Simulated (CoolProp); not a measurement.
The fluid at 403.91 K and 0.485 MPa flows at 0.19 m/s in a round tube of 12.7 mm bore and 1.5 µm roughness, fully developed (64/Re and Nu = 3.66 if laminar; Colebrook and Gnielinski if turbulent). The same conditions are run with several fluids, on thermodynamics alone (safety and materials aside).

Model: reference Helmholtz-energy equation of state of each fluid (toluene: Lemmon 2006; water: Wagner 2002; ethylbenzene: Zhou 2012; n-nonane: Lemmon 2006; m-xylene: Zhou 2012), in CoolProp.

| fluid | Reynolds number | Darcy friction factor | pressure drop (Pa/m) | heat-transfer coefficient (W/(m² K)) | mass flow (kg/h) |
|---|---|---|---|---|---|
| toluene | 8470 | 0.0325 | 35.0 | 455 | 65.7 |
| water | 10700 | 0.0306 | 40.6 | 2260 | 81.0 |
| ethylbenzene | 7670 | 0.0333 | 36.3 | 436 | 66.4 |
| n-nonane | 6210 | 0.0353 | 31.5 | 384 | 54.4 |
| m-xylene | 7910 | 0.0331 | 35.9 | 440 | 66.2 |

Transport values come from each fluid's own correlations; those of ethylbenzene are estimates that may be off by 10 % or more.
